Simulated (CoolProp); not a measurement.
A Linde-Hampson liquefier for carbon monoxide: isothermal reversible compression at 250 K from 1 atm to 5 MPa, throttling to 1 atm, return gas leaving the recuperator 2 K below the feed. Each further row changes one setting.

Values from CoolProp's reference Helmholtz-energy equation of state, Lemmon 2006. It is a short technical equation, of lower accuracy than the large ones.

| case | liquid yield per pass | compression work (kJ/kg of gas) |
|---|---|---|
| as stated | 0.040 | 286 |
| high pressure 10 MPa | 0.082 | 335 |
| warm-end temperature 280 K | 0.028 | 322 |
| warm-end gap 7 K | 0.027 | 286 |
